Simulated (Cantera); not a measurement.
What does this Cantera script print?

```python
import numpy as np
import cantera as ct

gas = ct.Solution("gri30.yaml", transport_model="multicomponent")
show = ['H2', 'CH4', 'CO2']

rows = []
print(f"{'T/K':>7s}{'rho':>11s}{'cp':>10s}{'mu':>11s}{'lambda':>11s}{'Pr':>7s}" + "".join(f"{'D_' + s:>11s}" for s in show))
for T in [400, 550, 700, 850, 1000, 1150, 1300, 1450, 1600]:
    gas.TPX = T, 1000000, {'CO': 0.16, 'C2H6': 0.35}
    Pr = gas.cp_mass * gas.viscosity / gas.thermal_conductivity
    D = [gas.mix_diff_coeffs_mole[gas.species_index(s)] for s in show]
    rows.append([gas.density, gas.cp_mass, gas.viscosity, gas.thermal_conductivity, Pr, *D])
    print(f"{T:7g}{gas.density:11.4e}{gas.cp_mass:10.1f}{gas.viscosity:11.4e}"
          f"{gas.thermal_conductivity:11.4e}{Pr:7.3f}" + "".join(f"{d:11.4e}" for d in D))
print("SI units: kg/m3, J/kg/K, Pa s, W/m/K, m2/s")
```

It prints:

```
    T/K        rho        cp         mu     lambda     Pr       D_H2      D_CH4      D_CO2
    400 8.8472e+00    1832.7 1.4569e-05 3.4545e-02  0.773 1.0362e-05 2.9836e-06 2.0766e-06
    550 6.4343e+00    2273.7 1.8918e-05 5.5193e-02  0.779 1.7818e-05 5.2644e-06 3.7238e-06
    700 5.0555e+00    2652.0 2.2760e-05 7.7186e-02  0.782 2.6737e-05 8.0123e-06 5.7238e-06
    850 4.1634e+00    2950.6 2.6242e-05 9.8932e-02  0.783 3.6996e-05 1.1182e-05 8.0400e-06
   1000 3.5389e+00    3215.1 2.9455e-05 1.2095e-01  0.783 4.8506e-05 1.4743e-05 1.0646e-05
   1150 3.0773e+00    3423.1 3.2457e-05 1.4195e-01  0.783 6.1198e-05 1.8670e-05 1.3524e-05
   1300 2.7222e+00    3595.6 3.5291e-05 1.6221e-01  0.782 7.5016e-05 2.2945e-05 1.6657e-05
   1450 2.4406e+00    3737.8 3.7987e-05 1.8162e-01  0.782 8.9914e-05 2.7552e-05 2.0035e-05
   1600 2.2118e+00    3854.7 4.0567e-05 2.0015e-01  0.781 1.0585e-04 3.2479e-05 2.3647e-05
SI units: kg/m3, J/kg/K, Pa s, W/m/K, m2/s
```

Model: GRI-Mech 3.0 (53 species, 325 reactions), integrated in Cantera. The composition is frozen, though it would react at the higher temperatures.
